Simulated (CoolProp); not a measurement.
Vapour-liquid equilibrium of cyclohexane (1) + n-octane (2) at 1470 kPa; x and y are mole fractions of (1).

Model: multi-fluid Helmholtz-energy mixture model, Zhou 2014 and Beckmüller 2019; pair parameters Bell 2016, in CoolProp.

| x | bubble temperature, mixture model (K) | bubble temperature, Raoult's law (K) | y, mixture model | y, Raoult's law |
|---|---|---|---|---|
| 0.05 | 529.1 | 528.3 | 0.072 | 0.101 |
| 0.125 | 524.8 | 523.1 | 0.178 | 0.235 |
| 0.2 | 520.4 | 518.2 | 0.279 | 0.352 |
| 0.275 | 516.0 | 513.5 | 0.376 | 0.455 |
| 0.35 | 511.7 | 509.1 | 0.466 | 0.544 |
| 0.425 | 507.5 | 504.9 | 0.550 | 0.624 |
| 0.5 | 503.3 | 500.9 | 0.628 | 0.694 |
| 0.575 | 499.3 | 497.1 | 0.699 | 0.756 |
| 0.65 | 495.3 | 493.5 | 0.764 | 0.811 |
| 0.725 | 491.6 | 490.1 | 0.824 | 0.860 |
| 0.8 | 487.9 | 486.8 | 0.878 | 0.904 |
| 0.875 | 484.4 | 483.7 | 0.927 | 0.943 |
| 0.95 | 481.0 | 480.7 | 0.972 | 0.978 |

The largest gap from Raoult's law is +2.6 K in bubble temperature, at x = 0.35. No azeotrope shows between x = 0.05 and 0.95.

The pair parameters rest on a limited set of measurements; away from them the model extrapolates.
